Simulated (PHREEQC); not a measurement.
Consider water at 25 °C with 0.56 mol/kgw CuCl2, 0.046 mol/kgw KCl and 0.00049 mol/kgw FeCl3. Closed to the air; pH follows from the charge balance.

The numbers come from PHREEQC with the ion-association model, wateq4f.dat.

Task: The ionic strength comes out as 1.31 mol/kgw. What activity coefficients do Cl-, FeCl+2, CuOH+, CuCl4-2, Fe+3 get?

Result: Cl- 0.59, FeCl+2 0.15, CuOH+ 0.58, CuCl4-2 0.15, Fe+3 0.063.

This is a speciation only: nothing precipitates in the calculation. The solution is supersaturated, for example in Atacamite, Hematite (slow to form), so a real one may precipitate; this is no full list. Ionic strength above about 0.7 mol/kgw puts this run outside the model's range. Complexes and solids missing from the database can't appear.
